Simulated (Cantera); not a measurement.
An adiabatic, constant-volume homogeneous reactor starts with CH4 : CO : O2 : N2 : H2O = 1 : 0.49 : 1.12 : 8.08 : 0.75 (molar parts), equivalence ratio 2.0, at 1375 K and 10.0 bar. Integrator tolerance rtol = 1e-08.

Detailed kinetics in Cantera: GRI-Mech 3.0 (53 species, 325 reactions).

**Question.** What does this change do: pressure from 10.0 bar to 7.70 bar?

**Answer.** 
```csv
quantity,before,after
time of steepest temperature rise,2.44 ms,3.11 ms
temperature at 2.00 s,2331 K,2329 K
equilibrium temperature,2331 K,2329 K
x(CH4) at 2.00 s,1.06e-9 (gas-phase equilibrium 1.18e-9),6.30e-10 (gas-phase equilibrium 7.04e-10)
x(CO) at 2.00 s,0.0950 (gas-phase equilibrium 0.0950),0.0950 (gas-phase equilibrium 0.0950)
x(O2) at 2.00 s,8.11e-7 (gas-phase equilibrium 8.11e-7),1.04e-6 (gas-phase equilibrium 1.04e-6)
x(NO2) at 2.00 s,2.71e-10 (gas-phase equilibrium 2.71e-10),3.05e-10 (gas-phase equilibrium 3.05e-10)
x(HCN) at 2.00 s,5.65e-7 (gas-phase equilibrium 5.65e-7),4.35e-7 (gas-phase equilibrium 4.35e-7)
```
